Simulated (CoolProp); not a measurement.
Computed with CoolProp (reference Helmholtz-energy equation of state, Lemmon 2006). It is a short technical equation, of lower accuracy than the large ones.

Question: For carbon monoxide, give the phase and the cp (kJ/(kg K)), cv (kJ/(kg K)) at 134.2 K and 0.101 MPa; 395.3 K and 0.101 MPa.

Answer: 
- 134.2 K and 0.101 MPa: gas; cp 1.05, cv 0.745
- 395.3 K and 0.101 MPa: gas; cp 1.05, cv 0.750
